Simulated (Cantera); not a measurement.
A closed system holds: 1 mol LiOH, 0.061 mol H2O, at 1800 K and 13.0 mbar.

Equilibrium computed with Cantera from the NASA thermochemical tables; the gas is ideal and each condensed phase is pure. Candidate condensed phases: H2O, Li, LiH, LiOH, Li2O; 17 gas species. The numbers say what is thermodynamically allowed, not how fast it happens.

Task: What is the equilibrium state?

Result: 
```
Item                                   Result
----------------------------------  ---------
x(LiOH)                                 0.850
x(H2O)                                 0.0957
x(Li2O)                                0.0319
x(Li)                                  0.0159
x(O2)                                 0.00400
x(OH)                                0.000742
x(H2)                                0.000715
x(Li2(OH)2)                          0.000441
x(LiO)                               0.000382
gas amount                          1.074 mol
log10 activity of Li2O(s) (absent)      -0.01
log10 activity of Li(l) (absent)        -4.15
```
